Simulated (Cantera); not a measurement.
Input: 1 mol Ti(OiPr)₄, 0.31 mol CH₄, 47 mol H₂, held at 2100 K and 1.00 bar.

Equilibrium computed with Cantera from the NASA thermochemical tables; the gas is ideal and each condensed phase is pure. Candidate condensed phases: C, C₆H₆, C₇H₈, C₈H₁₈, H₂O, Ti, TiC, TiO, TiO₂, Ti₂O₃, Ti₃O₅, Ti₄O₇; 113 gas species. The feed counts by its element totals alone. TiC: taken at fixed stoichiometry. Rates play no part.

Base state: H₂ 0.934, CO 0.0609, H 0.00301, C₂H₂ (acetylene) 0.00135, CH₄ 0.000288, CH₃ 1.81e-5 (mole fractions); condensed: C(graphite) + TiC(s).

Problem. What changes in the equilibrium state with this change: 0.95 mol O₂ added?

Solution. 
| species | before | after |
|---|---|---|
| H₂ | 0.934 | 0.908 |
| CO | 0.0609 | 0.0873 |
| H | 0.00301 | 0.00297 |
| CH₄ | 0.000288 | 0.000272 |
| CH₃ | 1.81e-5 | 1.73e-5 |
| C₂H₂ (acetylene) | 0.00135 | 0.00131 |
| C(graphite), mol | 7.11 | 5.21 |
| TiC(s), mol | 1.00 | 1.00 |
